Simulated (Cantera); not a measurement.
What does this Cantera script print?

```python
import numpy as np
import cantera as ct

gas_names = [...]  # 130 gases of nasa_gas.yaml made of C, H, Mg, O, S
cond_names = """
    C(gr) C6H6(L) C7H8(L) C8H18(L),n-octa H2O(s) H2O(L) H2SO4(L) Mg(cr) Mg(L) MgCO3(s) MgO(s) MgO(L)
    MgO2H2(s) MgS(s) MgSO4(s) MgSO4(L) S(cr1) S(cr2) S(L)
""".split()


# ... load() reads the species with a 1 bar reference pressure and builds the phases ...
atoms = {
    'MgCO3': {'Mg': 1, 'C': 1, 'O': 3},
    'H2S': {'H': 2, 'S': 1},
    'H2O': {'H': 2, 'O': 1},
}
top_T = {'C(gr)': 4500, 'MgS(s)': 2250}  # K; cautious upper limits of use, not melting points


# ... equilibrate(T, P, feed) seeds the gas with the atoms and calls Mixture.equilibrate('TP', solver="vcs", rtol=1e-11, max_steps=5000) ...
results = []
feed = {'MgCO3': 1, 'H2S': 0.96, 'H2O': 0.044}  # mol
T = 1648.15  # K
for P in [1000, 3500, 13000, 45000, 160000, 560000, 2000000]:
    mix = equilibrate(T, P, feed)
    results.append((T, P, feed, dict(zip(mix.species_names, mix.species_moles))))

top = {s: max(r[3][s] / sum(r[3][g] for g in gas_names) for r in results) for s in gas_names}
cols = sorted((s for s in top if top[s] > 1e-06), key=lambda s: -top[s])[:9]
seen = [c for c in cond_names if any(r[3].get(c, 0) > 1e-12 for r in results)]
print("log10 of partial pressures in bar; condensed amounts in mol")
print(f"{'P/Pa':>10s}" + "".join(f"{s[:9]:>10s}" for s in cols + seen))
for T, P, feed, n in results:
    ng = sum(n[g] for g in gas_names)
    print(f"{P:10.4g}" + "".join(f"{np.log10(max(n[s] / ng * P / 1e5, 1e-99)):10.3f}" for s in cols)
          + "".join(f"{n.get(c, 0):10.4g}" for c in seen))
```

Result:

```
log10 of partial pressures in bar; condensed amounts in mol
      P/Pa        CO       H2O       CO2        H2       H2S        S2       SO2       COS        SO    MgO(s)
      1000    -2.550    -2.668    -2.947    -2.776    -3.902    -2.805    -3.417    -5.143    -4.096         1
      3500    -2.022    -2.099    -2.350    -2.277    -3.126    -2.250    -3.001    -4.338    -3.749         1
   1.3e+04    -1.471    -1.514    -1.730    -1.761    -2.325    -1.681    -2.578    -3.503    -3.396         1
   4.5e+04    -0.952    -0.970    -1.144    -1.284    -1.585    -1.156    -2.182    -2.721    -3.066         1
   1.6e+05    -0.428    -0.424    -0.544    -0.813    -0.854    -0.635    -1.771    -1.936    -2.730         1
   5.6e+05     0.082     0.107     0.051    -0.368    -0.160    -0.136    -1.350    -1.178    -2.396         1
     2e+06     0.586     0.638     0.656     0.063     0.516     0.353    -0.906    -0.428    -2.051         1
```

Method: chemical equilibrium by Gibbs-energy minimisation in Cantera with the NASA 1993 tables (ideal gas, pure condensed phases).
